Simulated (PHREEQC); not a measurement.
0.025 g of hydrous ferric oxide (600 m²/g; 0.2 weak and 0.005 strong sites per Fe, Dzombak-Morel constants, diffuse double layer) in 1 kg of water with 0.005 mol/kgw of an inert sodium salt, at 25 °C; the pH is set by adding NaOH or the inert anion's acid. O2 is buffered at 0.21 atm. The system is closed to CO2. Nothing may precipitate in this run.

Base run: PHREEQC, ion-association model, wateq4f.dat. Each further column changes one thing. The table gives surface charge σ (C/m²).

| pH | base | background salt from 0.005 to 0.0005 mol/kgw | oxide from 0.025 to 0.12 g/kgw | 3.7e-05 mol/kgw Na2SO4 added |
|---|---|---|---|---|
| 3 | 0.302 | 0.238 | 0.303 | 0.059 |
| 3.67 | 0.221 | 0.130 | 0.222 | 0.052 |
| 4.33 | 0.147 | 0.072 | 0.148 | 0.046 |
| 5 | 0.090 | 0.038 | 0.090 | 0.037 |
| 5.67 | 0.051 | 0.019 | 0.051 | 0.028 |
| 6.33 | 0.027 | 0.009 | 0.027 | 0.020 |
| 7 | 0.013 | 0.004 | 0.013 | 0.012 |
| 7.67 | 0.004 | 0.001 | 0.004 | 0.004 |
| 8.33 | -0.002 | -0.001 | -0.002 | -0.002 |
| 9 | -0.009 | -0.003 | -0.009 | -0.009 |
| 9.67 | -0.021 | -0.008 | -0.021 | -0.022 |
| 10.33 | -0.042 | -0.018 | -0.042 | -0.043 |
| 11 | -0.081 | -0.049 | -0.081 | -0.081 |

The oxide is taken as insoluble; below pH 4 it would dissolve.
